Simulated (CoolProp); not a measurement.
n-undecane along the isotherm 583.3 K: density (kg/m³) from the reference equation and from simpler models built on Tc = 638.8 K, pc = 19.90 bar, ω = 0.539; each cubic takes its own stable root.

Computed with CoolProp (reference Helmholtz-energy equation of state, Aleksandrov 2011). It is a short technical equation, of lower accuracy than the large ones.

```json
[
 {"p (bar)": "0.157", "phase": "gas", "reference": "0.5082", "van der Waals": "0.5075", "Redlich-Kwong": "0.5078", "Soave-Redlich-Kwong": "0.5079"},
 {"p (bar)": "0.358", "phase": "gas", "reference": "1.165", "van der Waals": "1.162", "Redlich-Kwong": "1.163", "Soave-Redlich-Kwong": "1.164"},
 {"p (bar)": "0.815", "phase": "gas", "reference": "2.687", "van der Waals": "2.668", "Redlich-Kwong": "2.676", "Soave-Redlich-Kwong": "2.680"},
 {"p (bar)": "1.85", "phase": "gas", "reference": "6.292", "van der Waals": "___", "Redlich-Kwong": "6.226", "Soave-Redlich-Kwong": "6.250"},
 {"p (bar)": "4.22", "phase": "gas", "reference": "___", "van der Waals": "14.86", "Redlich-Kwong": "15.13", "Soave-Redlich-Kwong": "___"},
 {"p (bar)": "9.61", "phase": "liquid", "reference": "___", "van der Waals": "39.75", "Redlich-Kwong": "42.16", "Soave-Redlich-Kwong": "372.4"},
 {"p (bar)": "21.9", "phase": "liquid", "reference": "481.7", "van der Waals": "276.0", "Redlich-Kwong": "365.7", "Soave-Redlich-Kwong": "394.8"},
 {"p (bar)": "49.8", "phase": "liquid", "reference": "503.4", "van der Waals": "310.7", "Redlich-Kwong": "408.0", "Soave-Redlich-Kwong": "___"}
]
```

Task: Fill in the missing entries.

Result: 
- 1.85, van der Waals: 6.181
- 4.22, reference: 15.57
- 4.22, Soave-Redlich-Kwong: 15.29
- 9.61, reference: 467.7
- 49.8, Soave-Redlich-Kwong: 426.7

At some of these states van der Waals, Redlich-Kwong gives the other phase, because its saturation line lies elsewhere.
